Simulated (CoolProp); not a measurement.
A simple Rankine cycle with hexamethyldisiloxane (MM): condensing at 310.15 K, boiler at 0.12 MPa, turbine inlet 381.7 K, turbine efficiency 0.6, pump efficiency 0.7, no recuperator. Each further row changes one setting.

Model: reference Helmholtz-energy equation of state, Thol 2016, in CoolProp.

```tsv
case	thermal efficiency (%)	net work (kJ/kg)	heat in (kJ/kg)	turbine exit temperature (K)	volume ratio over the turbine
as stated	8.1	27.0	334	362.8	12.2
turbine inlet 401.7 K	7.8	28.7	370	382.9	12.1
condensing temperature 302.15 K	8.9	31.1	349	360.3	17.8
boiler pressure 0.084 MPa	7.0	23.5	336	365.9	8.44
turbine efficiency 0.5	6.7	22.5	334	365.6	12.3
```
